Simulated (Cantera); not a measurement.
An isothermal plug-flow reactor at 1123 K and 1650 Torr (inlet), inlet velocity 0.067 m/s, active area per volume 520 1/m; feed CH₄ : O₂ : N₂ = 0.0065 : 0.16 : 0.79 (molar parts), equivalence ratio 0.081.

Cantera simulation using Deutschmann's 1995 Pt surface mechanism with GRI-Mech 3.0 gas chemistry; the numbers are that mechanism's predictions, not measurements. Catalytic surfaces can have several steady states; this one follows from the mechanism file's or the stated starting coverage. Mass transfer to the wall is taken as infinitely fast.

x: gas mole fraction; θ: surface coverage.

```json
[
 {"z (m)": "0.00067", "x CH₄": "___", "x O₂": "0.161", "x H₂O": "0.00679", "x CO₂": "0.00334", "x CO": "3.15e-6", "θ free Pt": "0.255", "θ O*": "0.744", "θ OH*": "0.00163"},
 {"z (m)": "0.0012", "x CH₄": "___", "x O₂": "0.157", "x H₂O": "0.00984", "x CO₂": "0.00482", "x CO": "3.57e-6", "θ free Pt": "0.255", "θ O*": "0.743", "θ OH*": "0.00196"},
 {"z (m)": "0.0021", "x CH₄": "___", "x O₂": "0.155", "x H₂O": "0.0123", "x CO₂": "0.00606", "x CO": "1.65e-6", "θ free Pt": "0.256", "θ O*": "0.742", "θ OH*": "0.00219"},
 {"z (m)": "0.0038", "x CH₄": "___", "x O₂": "0.154", "x H₂O": "0.0134", "x CO₂": "0.00664", "x CO": "2.88e-7", "θ free Pt": "0.256", "θ O*": "0.741", "θ OH*": "0.00229"},
 {"z (m)": "0.0067", "x CH₄": "___", "x O₂": "0.154", "x H₂O": "0.0135", "x CO₂": "0.00674", "x CO": "5.13e-8", "θ free Pt": "0.256", "θ O*": "0.741", "θ OH*": "0.00230"},
 {"z (m)": "0.012", "x CH₄": "___", "x O₂": "0.154", "x H₂O": "0.0136", "x CO₂": "0.00677", "x CO": "1.71e-8", "θ free Pt": "0.256", "θ O*": "0.741", "θ OH*": "0.00231"},
 {"z (m)": "0.021", "x CH₄": "1.10e-10", "x O₂": "0.154", "x H₂O": "0.0136", "x CO₂": "0.00679", "x CO": "3.37e-9", "θ free Pt": "0.256", "θ O*": "0.741", "θ OH*": "0.00231"},
 {"z (m)": "0.038", "x CH₄": "5.23e-11", "x O₂": "0.154", "x H₂O": "0.0136", "x CO₂": "0.00679", "x CO": "4.72e-10", "θ free Pt": "0.256", "θ O*": "0.741", "θ OH*": "0.00231"},
 {"z (m)": "0.067", "x CH₄": "3.31e-11", "x O₂": "0.154", "x H₂O": "0.0136", "x CO₂": "0.00679", "x CO": "2.37e-10", "θ free Pt": "0.256", "θ O*": "0.741", "θ OH*": "0.00231"}
]
```

Q: What belongs in the gaps?

A: 
- 0.00067, x CH₄: 0.00332
- 0.0012, x CH₄: 0.00174
- 0.0021, x CH₄: 0.000548
- 0.0038, x CH₄: 6.46e-5
- 0.0067, x CH₄: 1.69e-6
- 0.012, x CH₄: 2.74e-9
